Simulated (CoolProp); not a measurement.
Oxygen along the isobar 255 bar: density (kg/m³) from the reference equation and from simpler models built on Tc = 154.6 K, pc = 50.46 bar, ω = 0.022; each cubic takes its own stable root.

Computed with CoolProp (reference Helmholtz-energy equation of state, Schmidt 1985). Above 300 K oxygen's equation is extrapolated.

```
T (K)          phase  reference
-----  -------------  ---------
140.7         liquid      970.9
169.5  supercritical      826.6
198.4  supercritical      670.3
227.2  supercritical      531.7
256    supercritical      432.4
284.9  supercritical      365.1
313.7  supercritical      318.0
342.6  supercritical      283.0
371.4  supercritical      256.0
400.3  supercritical      234.2
```

How far does each simpler model (van der Waals, Redlich-Kwong, Soave-Redlich-Kwong, Peng-Robinson) lie from the reference over these 10 states: mean and median of the absolute difference, and the worst?


- van der Waals: mean 8.5 %, median 4.5 %, worst -24.9 % at 140.7 K and 255 bar
- Redlich-Kwong: mean 1.4 %, median 1.4 %, worst -3.1 % at 198.4 K and 255 bar
- Soave-Redlich-Kwong: mean 2.7 %, median 2.6 %, worst -4.3 % at 227.2 K and 255 bar
- Peng-Robinson: mean 4.1 %, median 2.6 %, worst +11.1 % at 140.7 K and 255 bar
